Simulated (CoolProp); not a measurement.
Vapour pressure (MPa) of CH3F (R41): the reference equation beside estimates from Tc = 317.3 K, pc = 5.906 MPa, ω = 0.200. Clausius-Clapeyron is anchored at 280.3 K with a constant enthalpy of vaporisation of 10.56 kJ/mol.

Computed with CoolProp (reference Helmholtz-energy equation of state, Lemmon 2006). It is a short technical equation, of lower accuracy than the large ones.

| T (K) | reference | Lee-Kesler | Clausius-Clapeyron | van der Waals | Soave-Redlich-Kwong |
|---|---|---|---|---|---|
| 248.3 | 0.9742 | 0.9891 | 1.375 | 2.044 | 0.9928 |
| 256.3 | 1.255 | 1.276 | 1.613 | 2.368 | 1.283 |
| 264.3 | 1.592 | 1.619 | 1.874 | 2.723 | 1.632 |
| 272.3 | 1.994 | 2.024 | 2.159 | 3.109 | 2.046 |
| 280.3 | 2.466 | 2.501 | 2.466 | 3.528 | 2.532 |
| 288.3 | 3.019 | 3.056 | 2.797 | 3.980 | 3.096 |
| 296.3 | 3.663 | 3.700 | 3.150 | 4.466 | 3.745 |
| 304.3 | 4.410 | 4.444 | 3.526 | 4.987 | 4.487 |
| 312.4 | 5.294 | 5.316 | 3.929 | 5.550 | 5.340 |

Absolute difference from the reference over all 9 rows, mean and median: Lee-Kesler 1.2 and 1.4 %, Clausius-Clapeyron 18.1 and 17.7 %, van der Waals 48.9 and 43.1 %, Soave-Redlich-Kwong 2.1 and 2.2 %.
